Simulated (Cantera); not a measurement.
A freely propagating, adiabatic, planar premixed flame of C₃H₈ : O₂ : N₂ = 1 : 5 : 18.8 (molar parts), unburnt at 675 K and 1130 Torr; mixture-averaged transport, grid criteria slope 0.08 and curve 0.16, no radiation.

Cantera simulation using GRI-Mech 3.0 (53 species, 325 reactions); the numbers are that mechanism's predictions, not measurements. GRI-Mech 3.0 was tuned for natural gas; its chemistry of propane as a main component is partial and can be far from experiment. Burning velocities carry a grid error of a few per cent, more on coarse grids.

Q: What does this change do: inlet temperature 675 to 425 K?

A: 
| quantity | before | after |
|---|---|---|
| laminar burning velocity | 186 cm/s | 79.1 cm/s |
| thermal thickness | 0.178 mm | 0.216 mm |
| peak x(C₂H) | 5.02e-6 | 2.29e-6 |
| peak x(C₂H₂) | 0.00170 | 0.00125 |
| peak x(CO) | 0.0723 | 0.0659 |

Q: What does this change do: inlet temperature 675 to 550 K?

A: 
```tsv
quantity	before	after
laminar burning velocity	186 cm/s	125 cm/s
thermal thickness	0.178 mm	0.195 mm
peak x(C₂H)	5.02e-6	3.38e-6
peak x(C₂H₂)	0.00170	0.00145
peak x(CO)	0.0723	0.0691
```
